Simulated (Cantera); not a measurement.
Feed: 1 mol Nb2O5, 35 mol H2, held at 1675 °C and 11.0 Pa.

Method: chemical equilibrium by Gibbs-energy minimisation in Cantera with the NASA 1993 tables (ideal gas, pure condensed phases). Candidate condensed phases: H2O, Nb, NbO, NbO2, Nb2O5; 12 gas species. Condensed phases not in the tables: the oxides between NbO2 and Nb2O5. Rates play no part.

Base state: H2 0.857, H 0.0999, H2O 0.0266, NbO2 0.0159, OH 0.000280, NbO 0.000184, O 2.42e-5 (mole fractions); condensed: NbO2(s).

### Question
What changes in the equilibrium state with this change: pressure from 11.0 Pa to 64.0 Pa?

### Answer
```tsv
species	before	after
H2	0.857	0.926
H	0.0999	0.0430
H2O	0.0266	0.0278
NbO2	0.0159	0.00274
O	2.42e-5	4.02e-6
NbO	0.000184	3.28e-5
NbO2(s), mol	1.40	1.90
```
